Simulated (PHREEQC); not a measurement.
0.54 g of hydrous ferric oxide (600 m²/g; 0.2 weak and 0.005 strong sites per Fe, Dzombak-Morel constants, diffuse double layer) in 1 kg of water with 0.001 mol/kgw of an inert sodium salt, at 25 °C; the pH is set by adding NaOH or the inert anion's acid. O2 is buffered at 0.21 atm. The system is closed to CO2. No solid was allowed to form.

Equilibrium calculation in PHREEQC: ion-association model, wateq4f.dat.

Predict surface charge σ (C/m²), surface potential ψ (mV) at pH = 6, 8.5.


```tsv
pH	surface charge σ (C/m²)	surface potential ψ (mV)
6	0.019	119
8.5	-0.002	-23
```

Complexes and solids missing from the database can't appear.
